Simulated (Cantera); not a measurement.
What does this Cantera script print?

```python
import numpy as np
import cantera as ct

gas = ct.Solution("gri30.yaml")
gas.TPX = 1150, 5900, {'N2O': 1, 'N2': 8.3}
reactor = ct.IdealGasConstPressureReactor(gas, energy="off", clone=False)
net = ct.ReactorNet([reactor])
net.rtol, net.atol = 1e-08, 1e-18
show = ['N2O', 'O', 'NO', 'N2', 'O2', 'NO2']
times = np.geomspace(2e-06, 4, 15)

steps = ct.SolutionArray(gas, extra=["t"])
rows = []
print(f"{'t/s':>10s}{'T/K':>9s}{'P/Pa':>11s}" + "".join(f"{s:>11s}" for s in show))
for t in times:
    while net.time < t:
        t_next = net.step()
        steps.append(gas.state, t=t_next)
    rows.append([np.interp(t, steps.t, y) for y in (steps.T, steps.P, *steps(*show).X.T)])
    print(f"{t:10.3e}{rows[-1][0]:9.1f}{rows[-1][1]:11.4g}" + "".join(f"{x:11.3e}" for x in rows[-1][2:]))
rate = np.gradient(steps.T, steps.t)
print("integrator steps:", len(steps.t))
if steps.T.max() > steps.T[0] + 200:
    print(f"time of steepest temperature rise: {steps.t[rate.argmax()]:.4e} s")
gas.TPX = 1150, 5900, {'N2O': 1, 'N2': 8.3}
gas.equilibrate("TP")
print(f"equilibrium (TP): T = {gas.T:.1f} K  " + "  ".join(f"{s} {gas[s].X[0]:.3e}" for s in show))
```

Output:

```
       t/s      T/K       P/Pa        N2O          O         NO         N2         O2        NO2
 2.000e-06   1150.0       5900  1.075e-01  1.449e-09  2.243e-13  8.925e-01  1.198e-12  3.558e-25
 5.638e-06   1150.0       5900  1.075e-01  4.078e-09  1.807e-12  8.925e-01  9.657e-12  2.348e-23
 1.589e-05   1150.0       5900  1.075e-01  1.144e-08  1.402e-11  8.925e-01  7.490e-11  1.267e-21
 4.480e-05   1150.0       5900  1.075e-01  3.184e-08  1.106e-10  8.925e-01  5.912e-10  7.927e-20
 1.263e-04   1150.0       5900  1.075e-01  8.657e-08  8.585e-10  8.925e-01  4.587e-09  4.768e-18
 3.560e-04   1150.0       5900  1.075e-01  2.210e-07  6.365e-09  8.925e-01  3.401e-08  2.594e-16
 1.003e-03   1150.0       5900  1.075e-01  4.798e-07  4.243e-08  8.925e-01  2.267e-07  1.148e-14
 2.828e-03   1150.0       5900  1.075e-01  7.449e-07  2.236e-07  8.925e-01  1.195e-06  3.178e-13
 7.973e-03   1150.0       5900  1.075e-01  8.085e-07  8.512e-07  8.925e-01  4.548e-06  4.587e-12
 2.247e-02   1150.0       5900  1.075e-01  8.091e-07  2.651e-06  8.925e-01  1.416e-05  4.404e-11
 6.335e-02   1150.0       5900  1.074e-01  8.091e-07  7.721e-06  8.925e-01  4.126e-05  3.630e-10
 1.786e-01   1150.0       5900  1.073e-01  8.091e-07  2.200e-05  8.926e-01  1.175e-04  2.723e-09
 5.034e-01   1150.0       5900  1.068e-01  8.090e-07  6.209e-05  8.928e-01  3.318e-04  1.769e-08
 1.419e+00   1150.0       5900  1.054e-01  8.086e-07  1.740e-04  8.935e-01  9.303e-04  8.760e-08
 4.000e+00   1150.0       5900  1.016e-01  8.074e-07  4.811e-04  8.953e-01  2.573e-03  3.112e-07
integrator steps: 383
equilibrium (TP): T = 1150.0 K  N2O 1.378e-09  O 7.777e-09  NO 7.138e-05  N2 9.489e-01  O2 5.098e-02  NO2 1.850e-07
```

Detailed kinetics in Cantera: GRI-Mech 3.0 (53 species, 325 reactions). GRI-Mech 3.0 was tuned for natural gas; its chemistry of N2O as a main component is partial and can be far from experiment. The mechanism lacks the step 2 NO + O2 → 2 NO2, which can matter for NO2 below about 1400 K. The temperature is held fixed by assumption; the heat of reaction is taken as removed at once.
